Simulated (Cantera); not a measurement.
An isothermal, constant-pressure homogeneous reactor starts with 27.3 % H₂, 15.2 % O₂, 57.6 % N₂, equivalence ratio 0.90, at 1200 K and 100.0 Torr.

Detailed kinetics in Cantera: the H2/O2 subset of GRI-Mech 3.0, which has no nitrogen chemistry. The temperature is held fixed by assumption; the heat of reaction is taken as removed at once.

One state of this run: x H₂ = 1.83e-6; x O₂ = 0.0175; x O = 2.02e-7; x H = 1.56e-8; x OH = 2.23e-5. x: mole fraction; the columns are a selection and need not sum to one.

### Question
Which value of t (s) does it belong to?
A. 0.482
B. 1.70
C. 7.06e-5
D. 0.000879

### Answer
A, 0.482
